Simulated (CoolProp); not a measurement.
Saturation properties of R1234yf (Tc = 367.8 K, pc = 3.384 MPa, ω = 0.276).

The numbers come from the reference Helmholtz-energy equation of state, Lemmon 2022 in CoolProp.

```
T (K)   p (MPa)  liquid cp (kJ/(kg K))  vapour Z  surface tension (mN/m)  liquid viscosity (µPa s)
-----  --------  ---------------------  --------  ----------------------  ------------------------
196    0.006725                  1.128    0.9937                    21.7                       618
205.4   0.01293                  1.143    0.9897                    20.1                       520
214.8   0.02323                  1.159    0.9841                    18.5                       444
224.2   0.03939                  1.177    0.9766                    16.9                       384
233.6   0.06357                  1.196    0.9671                    15.4                       334
243     0.09828                  1.218    0.9553                    13.9                       293
252.4    0.1464                  1.241    0.9410                    12.5                       258
261.8    0.2110                  1.266    0.9239                    11.1                       229
271.2    0.2955                  1.294    0.9040                    9.74                       203
280.6    0.4037                  1.324    0.8810                    8.44                       180
```

It boils at 243.7 K under 1 atm.

Viscosity comes from a separate model (Bell 2016), an estimate that may be off by 10 % or more. Surface tension comes from a separate correlation (Mulero 2012).
